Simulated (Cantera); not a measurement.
An isothermal, constant-pressure homogeneous reactor starts with H2 : O2 = 0.073 : 1 (molar parts), equivalence ratio 0.036, at 1225 K and 250 Pa. Integrator tolerance rtol = 1e-08.

Computed with Cantera and GRI-Mech 3.0 (53 species, 325 reactions). Radical loss at walls, strong at low pressure, is not modelled. The temperature is held fixed by assumption; the heat of reaction is taken as removed at once.

What does this change do: temperature 1225 to 1400 K?


```json
[
 {"quantity": "x(H2) at 10.0 s", "before": "1.99e-5 (gas-phase equilibrium 3.11e-8)", "after": "7.10e-5 (gas-phase equilibrium 6.64e-7)"},
 {"quantity": "x(O2) at 10.0 s", "before": "0.929 (gas-phase equilibrium 0.930)", "after": "0.927 (gas-phase equilibrium 0.929)"},
 {"quantity": "x(OH) at 10.0 s", "before": "0.000575 (gas-phase equilibrium 2.28e-5)", "after": "0.00173 (gas-phase equilibrium 0.000168)"},
 {"quantity": "x(O) at 10.0 s", "before": "0.000523 (gas-phase equilibrium 8.17e-7)", "after": "0.00199 (gas-phase equilibrium 1.84e-5)"},
 {"quantity": "x(H2O) at 10.0 s", "before": "0.0701 (gas-phase equilibrium 0.0704)", "after": "0.0693 (gas-phase equilibrium 0.0703)"},
 {"quantity": "x(HO2) at 10.0 s", "before": "1.09e-7 (gas-phase equilibrium 1.01e-8)", "after": "1.13e-7 (gas-phase equilibrium 5.17e-8)"}
]
```
